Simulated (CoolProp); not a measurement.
Properties of hexamethyldisiloxane (MM) at several states.

Model: reference Helmholtz-energy equation of state, Thol 2016, in CoolProp.

```csv
T (K),p (bar),phase,Z,cp (kJ/(kg K)),isothermal compressibility (1/MPa),expansivity (1/kK),fugacity coefficient
500.1,17.2,liquid,0.1445,[?],[?],7.969,0.6018
575.7,0.946,gas,0.9879,2.184,10.70,1.817,0.9880
291.5,60.5,liquid,0.5229,1.872,0.001751,1.271,0.001095
236.2,1.3,liquid,[?],1.764,0.001242,1.232,[?]
482,1.7,gas,0.9580,1.992,6.149,2.404,0.9596
593.8,32.2,supercritical,0.6131,2.709,0.4900,[?],0.6813
```

Question: What belongs in the gaps?

Answer: 
- 500.1, cp (kJ/(kg K)): 2.856
- 500.1, isothermal compressibility (1/MPa): 0.08607
- 236.2, Z: 0.01305
- 236.2, fugacity coefficient: 0.0006502
- 593.8, expansivity (1/kK): 8.267
